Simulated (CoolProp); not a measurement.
Vapour-liquid equilibrium of propylene (1) + R114 (2) at 318.7 K; x and y are mole fractions of (1).

Computed with CoolProp (multi-fluid Helmholtz-energy mixture model, Lemmon 2013 and Platzer 1990; pair parameters Bell 2016). This equation is an older, rougher fit; its heat capacities, sound speeds and derivatives of the liquid may be far off and weren't checked against measurements.

```tsv
x	bubble pressure, mixture model (bar)	bubble pressure, Raoult's law (bar)	y, mixture model	y, Raoult's law
0.05	4.825	4.693	0.199	0.199
0.2	7.408	6.897	0.524	0.541
0.35	9.818	9.101	0.681	0.717
0.5	11.99	11.31	0.776	0.825
0.65	14.00	13.51	0.847	0.897
0.8	15.94	15.71	0.910	0.950
0.95	17.96	17.92	0.976	0.989
```

The largest gap from Raoult's law is +7.9 % in bubble pressure, at x = 0.35. No azeotrope shows between x = 0.05 and 0.95.

The pair parameters rest on a limited set of measurements; away from them the model extrapolates.
